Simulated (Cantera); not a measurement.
Input: 1 mol SiHCl₃, a varied amount of N₂, equilibrated at 998 K and 1.33 mbar.

Equilibrium computed with Cantera from the NASA thermochemical tables; the gas is ideal and each condensed phase is pure. Candidate condensed phases: NH₄Cl, Si, Si₃N₄; 28 gas species. N₂ is the only nitrogen source here; it is nearly inert below about 1500 K, so the nitride shown seldom forms there in practice. The tables' values for SiCl₃ are old estimates; treat these amounts as uncertain. Rates play no part.

### Question
At 50 mol N₂, list the 4 most abundant gas species with their mole fractions, and the condensed phases.

### Answer
N₂ 0.971, HCl 0.0183, SiCl₄ 0.0100, H₂ 0.000617. Condensed: Si₃N₄(s).
